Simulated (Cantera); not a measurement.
What does this Cantera script print?

```python
import numpy as np
import cantera as ct

gas_names = [...]  # 91 gases of nasa_gas.yaml made of C, Cl, H
cond_names = """
    C(gr) C6H6(L) C7H8(L) C8H18(L),n-octa
""".split()


# ... load() reads the species with a 1 bar reference pressure and builds the phases ...
atoms = {
    'CCl4': {'C': 1, 'CL': 4},
    'H2': {'H': 2},
}
top_T = {'C(gr)': 4500}  # K; cautious upper limits of use, not melting points


# ... equilibrate(T, P, feed) seeds the gas with the atoms and calls Mixture.equilibrate('TP', solver="vcs", rtol=1e-11, max_steps=5000) ...
results = []
feed = {'CCl4': 1, 'H2': 0.22}  # mol
T = 1673  # K
P = 58000  # Pa
mix = equilibrate(T, P, feed)
results.append((T, P, feed, dict(zip(mix.species_names, mix.species_moles))))
x = sorted(zip(gas.X, gas.species_names), reverse=True)
print(f"T = {T:g} K  P = {P:g} Pa  gas = {mix.phase_moles(0):.4g} mol")
print("   x: " + "  ".join(f"{s} {v:.3e}" for v, s in x if v > 0.001))
print("   condensed (mol): " + ("  ".join(f"{mix.phase(i).name} {mix.phase_moles(i):.4g}"
      for i in range(1, mix.n_phases) if mix.phase_moles(i) > 1e-12) or "none"))
```

Output:

```
T = 1673 K  P = 58000 Pa  gas = 2.433 mol
   x: CL2 6.439e-01  HCL 1.808e-01  CL 1.752e-01
   condensed (mol): C(gr) 0.9997
```

Method: chemical equilibrium by Gibbs-energy minimisation in Cantera with the NASA 1993 tables (ideal gas, pure condensed phases).
